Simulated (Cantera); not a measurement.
**Catalytic stagnation flow on Pt**

A jet of 6.67 % CH4, 5.56 % O2, 87.8 % N2 at 300 K and 0.0960 bar hits a platinum plate 8.4 cm away at a mass flux of 0.035 kg/m²/s; the plate temperature is set and raised in steps from an oxygen-covered start.

Detailed kinetics in Cantera: Deutschmann's 1995 Pt surface mechanism with GRI-Mech 3.0 gas chemistry. Catalytic surfaces can have several steady states; this one follows from the mechanism file's or the stated starting coverage.

```tsv
plate T (K)	wall x CH4	wall x O2	wall x H2O	wall x OH	wall x CO	wall x CO2	θ free Pt	θ H*	θ CO*	θ C*
900	0.0321	0.00816	0.0506	<1e-8	0.0361	1.10e-5	0.215	0.00145	0.0545	0.729
950	0.0253	0.00609	0.0476	<1e-8	0.0432	1.32e-5	0.262	0.00184	0.0389	0.697
1000	0.0143	0.00330	0.0421	<1e-8	0.0543	2.99e-5	0.377	0.00242	0.0444	0.576
1050	0.00386	0.000964	0.0360	<1e-8	0.0647	0.000331	0.732	0.00332	0.0949	0.169
1100	0.00265	0.000704	0.0347	<1e-8	0.0652	0.00115	0.881	0.00309	0.0703	0.0457
```
x: mole fraction at the wall; θ: surface coverage.
